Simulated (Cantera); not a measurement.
**Fe3O4 + H2 + H2O (hydrogen reduction and annealing atmospheres)**

A closed system holds: 1 mol Fe3O4, 16 mol H2, 1.2 mol H2O, equilibrated at 5.60 bar.

Cantera equilibrium calculation (NASA polynomials, part measured and part estimated; ideal gas, pure solids and liquids). Candidate condensed phases: Fe, FeO, Fe(OH)2, Fe(OH)3, Fe2O3, Fe3O4, H2O; 12 gas species. Mutual solubility and eutectic melting of coexisting phases are not modelled. The tables' stoichiometric FeO is somewhat more stable than real wüstite, so its field is too wide. FeO: taken at fixed stoichiometry. Kinetics and transport are ignored.

```csv
T (°C),log p H2,log p H2O,log p H,log p Fe(OH)2,log p OH,log p Fe,n Fe(α),n FeO(s),n Fe(γ)
775,0.67,-0.03,-7.78,-7.55,-10.98,<-11,0.670,2.33,0
825,0.66,0.01,-7.28,-7.09,-10.28,<-11,0.961,2.04,0
875,0.65,0.05,-6.82,-6.68,-9.64,-11.10,1.25,1.75,0
925,0.64,0.08,-6.40,-6.30,-9.06,-10.33,0,1.48,1.52
975,0.63,0.11,-6.01,-5.96,-8.52,-9.63,0,1.21,1.79
1025,0.63,0.14,-5.66,-5.64,-8.03,-8.99,0,0.964,2.04
1075,0.62,0.16,-5.33,-5.35,-7.57,-8.39,0,0.732,2.27
1125,0.61,0.18,-5.02,-5.08,-7.15,-7.84,0,0.516,2.48
```
log p: log10 of the partial pressure in bar; n: condensed amount in mol.

From 775 °C to 875 °C the condensed part is Fe(α) + FeO(s). From 925 °C to 1125 °C the condensed part is Fe(γ) + FeO(s).
